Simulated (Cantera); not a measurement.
Feed: 1 mol TEOS, 6.6 mol H2O, held at 1223 K and 133 Pa.

Method: chemical equilibrium by Gibbs-energy minimisation in Cantera with the NASA 1993 tables (ideal gas, pure condensed phases). Candidate condensed phases: C, C6H6, C7H8, C8H18, H2O, Si, SiC, SiO2; 123 gas species. The feed counts by its element totals alone. The tables hold silica as quartz up to 1696 K and as liquid above; real silica turns to tridymite and cristobalite and melts near 1996 K. The numbers say what is thermodynamically allowed, not how fast it happens.

Q: What is the equilibrium state?

A: 
```
Item                                        Value
--------------------------------------  ---------
x(H2)                                       0.656
x(CO)                                       0.319
x(H2O)                                     0.0183
x(CO2)                                    0.00609
x(H)                                      6.67e-6
n(SiO2(β-quartz))                        1.00 mol
gas amount                              24.60 mol
log10 activity of C(graphite) (absent)      -3.51
log10 activity of Si(s) (absent)           -11.03
```
